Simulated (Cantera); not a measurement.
Input: 1 mol acetone, 1.2 mol H2O, equilibrated at 0.000470 bar.

Method: chemical equilibrium by Gibbs-energy minimisation in Cantera with the NASA 1993 tables (ideal gas, pure condensed phases). Candidate condensed phases: C, C6H6, C7H8, C8H18, H2O; 110 gas species. The feed counts by its element totals alone. Rates play no part.

Problem. At 1500 K, list the 3 most abundant gas species with their mole fractions, and the condensed phases.

Solution. H2 0.656, CO 0.344, H 0.000657. Condensed: C(graphite).
